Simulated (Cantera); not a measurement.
Cantera run, input and output.

```python
import numpy as np
import cantera as ct

gas = ct.Solution("gri30.yaml")
gas.TPX = 1275, 75000, {'CO': 0.0094, 'O2': 0.0033, 'H2O': 0.0072, 'N2': 1}
reactor = ct.IdealGasConstPressureReactor(gas, energy="off", clone=False)
net = ct.ReactorNet([reactor])
net.rtol, net.atol = 1e-08, 1e-18
show = ['CO', 'O2', 'H2O', 'H2O2', 'NO', 'O']
times = np.geomspace(0.0002, 8, 10)

steps = ct.SolutionArray(gas, extra=["t"])
rows = []
print(f"{'t/s':>10s}{'T/K':>9s}{'P/Pa':>11s}" + "".join(f"{s:>11s}" for s in show))
for t in times:
    while net.time < t:
        t_next = net.step()
        steps.append(gas.state, t=t_next)
    rows.append([np.interp(t, steps.t, y) for y in (steps.T, steps.P, *steps(*show).X.T)])
    print(f"{t:10.3e}{rows[-1][0]:9.1f}{rows[-1][1]:11.4g}" + "".join(f"{x:11.3e}" for x in rows[-1][2:]))
rate = np.gradient(steps.T, steps.t)
print("integrator steps:", len(steps.t))
if steps.T.max() > steps.T[0] + 200:
    print(f"time of steepest temperature rise: {steps.t[rate.argmax()]:.4e} s")
gas.TPX = 1275, 75000, {'CO': 0.0094, 'O2': 0.0033, 'H2O': 0.0072, 'N2': 1}
gas.equilibrate("TP")
print(f"equilibrium (TP): T = {gas.T:.1f} K  " + "  ".join(f"{s} {gas[s].X[0]:.3e}" for s in show))
```

Result:

```
       t/s      T/K       P/Pa         CO         O2        H2O       H2O2         NO          O
 2.000e-04   1275.0    7.5e+04  9.217e-03  3.236e-03  7.060e-03  2.539e-15  8.737e-18  6.172e-10
 6.492e-04   1275.0    7.5e+04  9.217e-03  3.236e-03  7.060e-03  4.837e-14  1.130e-16  2.577e-09
 2.107e-03   1275.0    7.5e+04  9.216e-03  3.235e-03  7.059e-03  4.446e-12  6.880e-15  9.664e-08
 6.840e-03   1275.0    7.5e+04  6.964e-03  2.260e-03  6.393e-03  5.197e-08  9.415e-08  2.658e-04
 2.220e-02   1275.0    7.5e+04  1.923e-03  8.543e-05  6.018e-03  1.200e-08  1.242e-06  2.142e-05
 7.207e-02   1275.0    7.5e+04  1.813e-03  3.097e-06  6.125e-03  1.040e-09  1.295e-06  8.121e-07
 2.339e-01   1275.0    7.5e+04  1.828e-03  1.949e-07  6.152e-03  8.468e-11  1.287e-06  5.063e-08
 7.593e-01   1275.0    7.5e+04  1.834e-03  1.436e-08  6.160e-03  6.505e-12  1.261e-06  3.602e-09
 2.465e+00   1275.0    7.5e+04  1.836e-03  9.847e-10  6.163e-03  4.168e-13  1.204e-06  2.261e-10
 8.000e+00   1275.0    7.5e+04  1.836e-03  6.637e-11  6.163e-03  2.564e-14  1.105e-06  1.406e-11
integrator steps: 1973
equilibrium (TP): T = 1275.0 K  CO 1.836e-03  O2 1.855e-13  H2O 6.164e-03  H2O2 1.037e-16  NO 3.540e-10  O 5.590e-14
```

Detailed kinetics in Cantera: GRI-Mech 3.0 (53 species, 325 reactions).
